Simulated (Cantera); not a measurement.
**Stirred combustor or abatement burner**

A perfectly stirred reactor is fed with H2 : O2 : N2 = 1 : 0.893 : 3.36 (molar parts), equivalence ratio 0.56, at 9.87 atm; it is adiabatic with a 650 K inlet, and is followed from long to short residence time, starting on the burning branch (τ in s: 0.046, 0.024, 0.013, 0.0068, 0.0036, 0.0019, 0.001, 0.00053, 0.00028, 0.00015, 7.8e-05, 4.1e-05, 2.2e-05).

Cantera simulation using GRI-Mech 3.0 (53 species, 325 reactions); the numbers are that mechanism's predictions, not measurements. The hydrogen kinetics of GRI-Mech 3.0 are dated; newer H2 mechanisms differ, most at raised pressure.

```csv
τ (s),T (K),x H2,x O2,x HO2,x H,x N2O
0.046,2054,0.000113,0.0820,4.59e-6,8.21e-6,8.99e-7
0.024,2054,0.000124,0.0821,4.72e-6,8.97e-6,9.31e-7
0.013,2054,0.000144,0.0821,4.94e-6,1.03e-5,9.84e-7
0.0068,2053,0.000180,0.0821,5.35e-6,1.29e-5,1.08e-6
0.0036,2052,0.000240,0.0821,6.08e-6,1.77e-5,1.24e-6
0.0019,2050,0.000339,0.0821,7.36e-6,2.68e-5,1.47e-6
0.0010,2047,0.000497,0.0820,9.56e-6,4.41e-5,1.79e-6
0.00053,2042,0.000739,0.0820,1.31e-5,7.60e-5,2.12e-6
0.00028,2036,0.00111,0.0819,1.87e-5,0.000136,2.39e-6
0.00015,2027,0.00166,0.0818,2.72e-5,0.000242,2.50e-6
7.8e-5,2014,0.00251,0.0818,4.07e-5,0.000446,2.42e-6
4.1e-5,1995,0.00378,0.0819,6.05e-5,0.000809,2.18e-6
2.2e-5,1969,0.00559,0.0822,8.83e-5,0.00142,1.89e-6
```
x: mole fraction; the columns are a selection and need not sum to one.
